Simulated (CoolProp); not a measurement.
Vapour pressure (kPa) of R1123: the reference equation beside estimates from Tc = 331.7 K, pc = 4549 kPa, ω = 0.243. Clausius-Clapeyron is anchored at 251.3 K with a constant enthalpy of vaporisation of 15.91 kJ/mol.

Computed with CoolProp (reference Helmholtz-energy equation of state, Akasaka 2020).

```tsv
T (K)	reference	Clausius-Clapeyron	van der Waals	Redlich-Kwong	Peng-Robinson
207.1	78.50	106.2	495.1	139.7	78.96
214.4	115.0	145.4	599.1	195.2	115.2
221.8	164.4	195.9	718.6	266.8	164.1
229.2	228.9	258.8	852.8	355.9	228.1
236.6	311.1	336.0	1003	464.9	309.8
244	414.2	429.4	1168	596.0	412.3
251.3	539.3	539.3	1348	749.1	537.1
258.7	693.1	670.5	1548	930.5	690.9
266.1	877.4	823.6	1766	1140	875.9
273.5	1096	1000	2002	1381	1096
280.9	1353	1203	2256	1654	1355
288.2	1647	1429	2527	1956	1652
295.6	1992	1688	2820	2299	2001
303	2388	1977	3134	2680	2402
310.4	2841	2298	3468	3100	2860
```

Absolute difference from the reference over all 15 rows, mean and median: Clausius-Clapeyron 13.3 and 13.1 %, van der Waals 175.9 and 123.3 %, Redlich-Kwong 37.7 and 34.3 %, Peng-Robinson 0.3 and 0.3 %.
